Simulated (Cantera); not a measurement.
# Carbon deposition, reforming and gasification: C + O2 + N2

Charge: 1 mol C, 0.17 mol O2, 23 mol N2, equilibrated at 29300 Torr.

Cantera equilibrium calculation (NASA polynomials, part measured and part estimated; ideal gas, pure solids and liquids). Candidate condensed phases: C; 45 gas species. Ions and electrons are included (thermal ionisation). The ideal-gas law is rough above about 30 bar. Equilibrium is a limit: real reactors are often held back by kinetics, nucleation or transport.

From 3000 K to 3500 K the condensed part is C(graphite). From 3750 K to 5000 K nothing is condensed. The main C-bearing gas is CO at 3000 K and CN at 5000 K.

| T (K) | x N2 | x CN | x CO | x C2N2 | x N | x C | n C(graphite) |
|---|---|---|---|---|---|---|---|
| 3000 | 0.984 | 0.000518 | 0.0146 | 0.000928 | 2.21e-6 | 1.30e-6 | 0.602 |
| 3250 | 0.981 | 0.00194 | 0.0146 | 0.00241 | 9.79e-6 | 1.17e-5 | 0.486 |
| 3500 | 0.973 | 0.00601 | 0.0145 | 0.00543 | 3.50e-5 | 7.61e-5 | 0.167 |
| 3750 | 0.967 | 0.0110 | 0.0145 | 0.00515 | 0.000106 | 0.000265 | 0 |
| 4000 | 0.964 | 0.0150 | 0.0144 | 0.00324 | 0.000279 | 0.000636 | 0 |
| 4250 | 0.962 | 0.0183 | 0.0144 | 0.00182 | 0.000658 | 0.00127 | 0 |
| 4500 | 0.959 | 0.0203 | 0.0144 | 0.000948 | 0.00141 | 0.00218 | 0 |
| 4750 | 0.957 | 0.0210 | 0.0143 | 0.000471 | 0.00280 | 0.00334 | 0 |
| 5000 | 0.954 | 0.0208 | 0.0143 | 0.000230 | 0.00519 | 0.00468 | 0 |
x: gas mole fraction; n: condensed amount in mol.
